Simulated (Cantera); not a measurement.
**Pyrogenic steam for wet oxidation**

A perfectly stirred reactor is fed with H2 : O2 : N2 = 1.6 : 1 : 0.88 (molar parts), equivalence ratio 0.80, at 143 Torr; it is held at 1250 K, and followed from long to short residence time.

Model: the H2/O2 subset of GRI-Mech 3.0, which has no nitrogen chemistry, integrated in Cantera. The temperature is held fixed by assumption; the heat of reaction is taken as removed at once.

| τ (s) | x H2 | x O2 | x H2O2 | x OH | x H | x H2O |
|---|---|---|---|---|---|---|
| 0.68 | 0.000733 | 0.0747 | 1.34e-6 | 0.000694 | 5.29e-5 | 0.596 |
| 0.23 | 0.00149 | 0.0750 | 2.06e-6 | 0.00100 | 0.000157 | 0.594 |
| 0.079 | 0.00298 | 0.0755 | 2.98e-6 | 0.00145 | 0.000452 | 0.592 |
| 0.027 | 0.00586 | 0.0766 | 4.05e-6 | 0.00210 | 0.00129 | 0.587 |
| 0.0092 | 0.0113 | 0.0788 | 5.07e-6 | 0.00303 | 0.00362 | 0.576 |
| 0.0031 | 0.0210 | 0.0832 | 5.76e-6 | 0.00435 | 0.00974 | 0.557 |
| 0.0011 | 0.0361 | 0.0908 | 5.87e-6 | 0.00601 | 0.0232 | 0.522 |
| 0.00036 | 0.0606 | 0.104 | 5.41e-6 | 0.00816 | 0.0524 | 0.460 |
| 0.00012 | 0.0945 | 0.124 | 4.56e-6 | 0.0102 | 0.0964 | 0.371 |
x: mole fraction; the columns are a selection and need not sum to one.
